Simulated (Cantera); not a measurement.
An isothermal, constant-pressure homogeneous reactor starts with 1.42 % CO, 1.13 % O2, 0.0104 % H2O, 94.5 % N2, 2.93 % H2, at 875 K and 1.01 bar.

Computed with Cantera and GRI-Mech 3.0 (53 species, 325 reactions). Below about 950 K walls govern HO2 and H2O2 in real vessels.

x: mole fraction; the columns are a selection and need not sum to one.

| t (s) | x CO | x O2 | x H2O | x H2 | x NO2 |
|---|---|---|---|---|---|
| 7.00e-5 | 0.0142 | 0.0113 | 0.000104 | 0.0293 | <1e-12 |
| 0.000290 | 0.0142 | 0.0113 | 0.000104 | 0.0293 | <1e-12 |
| 0.00120 | 0.0142 | 0.0113 | 0.000104 | 0.0293 | <1e-12 |
| 0.00495 | 0.0142 | 0.0113 | 0.000104 | 0.0293 | <1e-12 |
| 0.0205 | 0.0142 | 0.0113 | 0.000104 | 0.0293 | <1e-12 |
| 0.0848 | 0.0142 | 0.0113 | 0.000104 | 0.0293 | <1e-12 |
| 0.351 | 0.0142 | 0.0113 | (withheld) | 0.0293 | <1e-12 |
| 1.45 | 0.0139 | 0.0107 | (withheld) | 0.0284 | <1e-12 |
| 6.00 | 0.0128 | 0.00754 | (withheld) | 0.0232 | <1e-12 |

Task: What belongs in the gaps?

Result: 
- 0.351, x H2O: 0.000113
- 1.45, x H2O: 0.00103
- 6.00, x H2O: 0.00627
